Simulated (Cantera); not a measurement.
Charge: 1 mol HI, 0.078 mol O₂, 1.7 mol N₂, equilibrated at 11.0 Pa.

Cantera equilibrium calculation (NASA polynomials, part measured and part estimated; ideal gas, pure solids and liquids). Candidate condensed phases: H₂O, I₂; 27 gas species. The numbers say what is thermodynamically allowed, not how fast it happens. All values below are at 2975 K.

Base state: N₂ 0.440, I 0.259, H 0.259, O 0.0400, N 0.000749, H₂ 0.000344, NO 0.000305, OH 8.68e-5 (mole fractions); condensed: gas only.

Problem. What changes in the equilibrium state with this change: pressure from 11.0 Pa to 100000 Pa?

Solution. 
```json
[
 {"species": "N₂", "before": "0.440", "after": "0.519"},
 {"species": "I", "before": "0.259", "after": "0.296"},
 {"species": "H₂", "before": "0.000344", "after": "0.0859"},
 {"species": "H", "before": "0.259", "after": "0.0428"},
 {"species": "H₂O", "before": "3.55e-7", "after": "0.0376"},
 {"species": "O", "before": "0.0400", "after": "0.00187"},
 {"species": "I₂", "before": "9.62e-9", "after": "0.000114"},
 {"species": "HI", "before": "5.52e-6", "after": "0.00949"},
 {"species": "N", "before": "0.000749", "after": "8.52e-6"},
 {"species": "OH", "before": "8.68e-5", "after": "0.00610"},
 {"species": "O₂", "before": "1.64e-5", "after": "0.000324"}
]
```
